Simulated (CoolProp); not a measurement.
R11 along the isotherm 37.75 °C: density (kg/m³) from the reference equation and from simpler models built on Tc = 198.0 °C, pc = 4.408 MPa, ω = 0.189; each cubic takes its own stable root.

Model: reference Helmholtz-energy equation of state, Jacobsen 1992, in CoolProp.

| p (MPa) | phase | reference | van der Waals | Redlich-Kwong | Soave-Redlich-Kwong |
|---|---|---|---|---|---|
| 0.0209 | gas | 1.117 | 1.115 | 1.116 | 1.117 |
| 0.0429 | gas | 2.309 | 2.297 | 2.304 | 2.306 |
| 0.0882 | gas | 4.814 | 4.762 | 4.792 | 4.800 |
| 0.181 | liquid | 1446 | 9.947 | 10.08 | 1365 |
| 0.372 | liquid | 1446 | 21.27 | 1332 | 1365 |
| 0.763 | liquid | 1447 | 912.8 | 1335 | 1367 |
| 1.57 | liquid | 1450 | 918.7 | 1339 | 1371 |
| 3.22 | liquid | 1455 | 929.7 | 1348 | 1378 |
| 6.61 | liquid | 1464 | 948.6 | 1364 | 1392 |

At some of these states van der Waals, Redlich-Kwong gives the other phase, because its saturation line lies elsewhere.
